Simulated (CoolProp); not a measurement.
Saturation properties of CH3F (R41).

Computed with CoolProp (reference Helmholtz-energy equation of state, Lemmon 2006). It is a short technical equation, of lower accuracy than the large ones.

```json
[
 {"T (°C)": "-128.45", "p (MPa)": "0.002116", "liquid density (kg/m³)": "978.8", "vapour density (kg/m³)": "0.06010", "enthalpy of vaporisation (kJ/kg)": "549.9", "liquid cp (kJ/(kg K))": "2.085"},
 {"T (°C)": "-113.25", "p (MPa)": "0.009160", "liquid density (kg/m³)": "950.3", "vapour density (kg/m³)": "0.2368", "enthalpy of vaporisation (kJ/kg)": "532.1", "liquid cp (kJ/(kg K))": "2.064"},
 {"T (°C)": "-98.15", "p (MPa)": "0.02961", "liquid density (kg/m³)": "921.2", "vapour density (kg/m³)": "0.7067", "enthalpy of vaporisation (kJ/kg)": "513.7", "liquid cp (kJ/(kg K))": "2.058"},
 {"T (°C)": "-82.95", "p (MPa)": "0.07813", "liquid density (kg/m³)": "890.7", "vapour density (kg/m³)": "1.745", "enthalpy of vaporisation (kJ/kg)": "494.0", "liquid cp (kJ/(kg K))": "2.066"},
 {"T (°C)": "-67.85", "p (MPa)": "0.1749", "liquid density (kg/m³)": "858.8", "vapour density (kg/m³)": "3.709", "enthalpy of vaporisation (kJ/kg)": "472.6", "liquid cp (kJ/(kg K))": "2.091"},
 {"T (°C)": "-52.65", "p (MPa)": "0.3484", "liquid density (kg/m³)": "824.7", "vapour density (kg/m³)": "7.119", "enthalpy of vaporisation (kJ/kg)": "448.7", "liquid cp (kJ/(kg K))": "2.137"},
 {"T (°C)": "-37.45", "p (MPa)": "0.6309", "liquid density (kg/m³)": "787.9", "vapour density (kg/m³)": "12.63", "enthalpy of vaporisation (kJ/kg)": "421.7", "liquid cp (kJ/(kg K))": "2.210"},
 {"T (°C)": "-22.35", "p (MPa)": "1.056", "liquid density (kg/m³)": "747.8", "vapour density (kg/m³)": "21.11", "enthalpy of vaporisation (kJ/kg)": "390.6", "liquid cp (kJ/(kg K))": "2.323"}
]
```

It boils at -78.4 °C under 1 atm.
